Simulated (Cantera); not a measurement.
A closed system holds: 1 mol Si₃N₄, 56 mol HCl, at 1775 °C and 14.0 Pa.

Method: chemical equilibrium by Gibbs-energy minimisation in Cantera with the NASA 1993 tables (ideal gas, pure condensed phases). The tables' values for SiCl, SiCl₃ are old estimates; treat these amounts as uncertain. Rates play no part.

| species | before | after |
|---|---|---|
| HCl | 0.528 | 0.734 |
| Cl | 0.217 | 0.0856 |
| H₂ | 0.116 | 0.0855 |
| H | 0.0645 | 0.0131 |
| SiCl₂ | 0.0386 | 0.0482 |
| N₂ | 0.0295 | 0.0328 |
| Si | 0.00382 | 0.000119 |
| SiCl₄ | 5.28e-7 | 1.06e-5 |
| SiCl | 0.00166 | 0.000231 |
| SiCl₃ | 0.000138 | 0.000588 |
Gas species are given as mole fractions.

Task: Which change was made?
A. HCl from 56 to 8.3 mol
B. HCl from 56 to 13 mol
C. temperature from 1775 °C to 1700 °C
D. temperature from 1775 °C to 1575 °C

Result: D, temperature from 1775 °C to 1575 °C. The tables' values for SiCl₃, SiCl are old estimates; treat these amounts as uncertain
